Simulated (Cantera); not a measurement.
# Thermodynamics of silicon oxide and oxynitride deposition, feed Si₂H₆ + H₂O + N₂

Charge: 1 mol Si₂H₆, 6.6 mol H₂O, 120 mol N₂, equilibrated at 50.0 mbar.

Cantera equilibrium calculation (NASA polynomials, part measured and part estimated; ideal gas, pure solids and liquids). Candidate condensed phases: H₂O, Si, SiO₂, Si₂N₂O, Si₃N₄; 35 gas species. The feed counts by its element totals alone. The tables hold silica as quartz up to 1696 K and as liquid above; real silica turns to tridymite and cristobalite and melts near 1996 K. Equilibrium is a limit: real reactors are often held back by kinetics, nucleation or transport.

```json
[
 {"T (°C)": "400", "log p N₂": "-1.33", "log p H₂": "-2.57", "log p H₂O": "-3.00", "log p NH₃": "-6.39", "n SiO₂(α-quartz)": "2.00", "n SiO₂(β-quartz)": "0"},
 {"T (°C)": "450", "log p N₂": "-1.33", "log p H₂": "-2.57", "log p H₂O": "-3.00", "log p NH₃": "-6.67", "n SiO₂(α-quartz)": "2.00", "n SiO₂(β-quartz)": "0"},
 {"T (°C)": "500", "log p N₂": "-1.33", "log p H₂": "-2.57", "log p H₂O": "-3.00", "log p NH₃": "-6.92", "n SiO₂(α-quartz)": "2.00", "n SiO₂(β-quartz)": "0"},
 {"T (°C)": "550", "log p N₂": "-1.33", "log p H₂": "-2.57", "log p H₂O": "-3.00", "log p NH₃": "-7.14", "n SiO₂(α-quartz)": "2.00", "n SiO₂(β-quartz)": "0"},
 {"T (°C)": "600", "log p N₂": "-1.33", "log p H₂": "-2.57", "log p H₂O": "-3.00", "log p NH₃": "-7.34", "n SiO₂(α-quartz)": "0", "n SiO₂(β-quartz)": "2.00"},
 {"T (°C)": "650", "log p N₂": "-1.33", "log p H₂": "-2.57", "log p H₂O": "-3.00", "log p NH₃": "-7.52", "n SiO₂(α-quartz)": "0", "n SiO₂(β-quartz)": "2.00"},
 {"T (°C)": "700", "log p N₂": "-1.33", "log p H₂": "-2.57", "log p H₂O": "-3.00", "log p NH₃": "-7.68", "n SiO₂(α-quartz)": "0", "n SiO₂(β-quartz)": "2.00"},
 {"T (°C)": "750", "log p N₂": "-1.33", "log p H₂": "-2.57", "log p H₂O": "-3.00", "log p NH₃": "-7.82", "n SiO₂(α-quartz)": "0", "n SiO₂(β-quartz)": "2.00"},
 {"T (°C)": "800", "log p N₂": "-1.33", "log p H₂": "-2.57", "log p H₂O": "-3.00", "log p NH₃": "-7.95", "n SiO₂(α-quartz)": "0", "n SiO₂(β-quartz)": "2.00"},
 {"T (°C)": "850", "log p N₂": "-1.33", "log p H₂": "-2.57", "log p H₂O": "-3.00", "log p NH₃": "-8.07", "n SiO₂(α-quartz)": "0", "n SiO₂(β-quartz)": "2.00"},
 {"T (°C)": "900", "log p N₂": "-1.33", "log p H₂": "-2.57", "log p H₂O": "-3.00", "log p NH₃": "-8.18", "n SiO₂(α-quartz)": "0", "n SiO₂(β-quartz)": "2.00"},
 {"T (°C)": "950", "log p N₂": "-1.33", "log p H₂": "-2.57", "log p H₂O": "-3.00", "log p NH₃": "-8.28", "n SiO₂(α-quartz)": "0", "n SiO₂(β-quartz)": "2.00"},
 {"T (°C)": "1000", "log p N₂": "-1.33", "log p H₂": "-2.57", "log p H₂O": "-3.00", "log p NH₃": "-8.38", "n SiO₂(α-quartz)": "0", "n SiO₂(β-quartz)": "2.00"},
 {"T (°C)": "1050", "log p N₂": "-1.33", "log p H₂": "-2.57", "log p H₂O": "-3.00", "log p NH₃": "-8.47", "n SiO₂(α-quartz)": "0", "n SiO₂(β-quartz)": "2.00"}
]
```
log p: log10 of the partial pressure in bar; n: condensed amount in mol.

From 400 °C to 550 °C the condensed part is SiO₂(α-quartz). From 600 °C to 1050 °C the condensed part is SiO₂(β-quartz).
